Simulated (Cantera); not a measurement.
Charge: 1 mol PbO, 0.92 mol CO, 0.19 mol N2, held at 250000 Pa.

Method: chemical equilibrium by Gibbs-energy minimisation in Cantera with the NASA 1993 tables (ideal gas, pure condensed phases). Candidate condensed phases: C, Pb, PbO, PbO2, Pb3O4; 27 gas species. Each liquid is taken as pure. Mutual solubility and eutectic melting of coexisting phases are not modelled. Gases not in the tables: (PbO)n polymers. The numbers say what is thermodynamically allowed, not how fast it happens.

x: gas mole fraction; n: condensed amount in mol.

```tsv
T (K)	x CO2	x Pb	x N2	x PbO	x CO	n Pb(l)	n PbO(yellow)	n PbO(l)
973	0.829	3.50e-6	0.171	4.84e-8	6.85e-5	0.920	0.0801	0
1123	0.829	7.31e-5	0.171	4.58e-6	0.000201	0.920	0.0802	0
1273	0.828	0.000734	0.171	0.000112	0.000589	0.919	0	0.0805
1423	0.823	…	0.170	…	…	0.913	0	0.0803
1573	0.803	0.0192	0.166	0.00853	0.00317	0.894	0	0.0739
1723	0.737	0.0635	0.153	0.0405	0.00559	0.834	0	0.0365
1873	0.610	0.172	0.129	0.0710	0.0167	0.641	0	0
2023	0.393	0.390	0.0902	0.0813	0.0435	0	0	0
2173	0.376	0.374	0.0900	…	…	0	0	0
2323	0.356	0.358	0.0897	0.114	0.0797	0	0	0
```

Task: Complete the blanks.

Result: 
- 1423, x Pb: 0.00448
- 1423, x PbO: 0.00125
- 1423, x CO: 0.00149
- 2173, x PbO: 0.0978
- 2173, x CO: 0.0608
